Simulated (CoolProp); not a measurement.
Saturated liquid density (kg/m³) of chlorine: the reference equation beside estimates from Tc = 143.7 °C, pc = 76.42 bar, ω = 0.070. Rackett uses Z = 0.29056 − 0.08775 ω.

Computed with CoolProp (reference Helmholtz-energy equation of state, Thol 2021).

```csv
T (°C),reference,Rackett,Redlich-Kwong
48.75,1316,1253,1186
52.85,1301,1240,1169
56.85,1287,1227,1153
60.85,1273,1214,1136
64.85,1258,1201,1119
68.85,1243,1187,1102
72.95,1227,1172,1083
76.95,1212,1158,1065
80.95,1195,1143,1045
84.95,1178,1127,1026
88.95,1161,1111,1005
93.05,1143,1094,983.2
97.05,1124,1077,961.1
101.05,1104,1059,938.0
105.05,1084,1040,913.9
```

Absolute difference from the reference over all 15 rows, mean and median: Rackett 4.4 and 4.5 %, Redlich-Kwong 12.4 and 12.1 %.
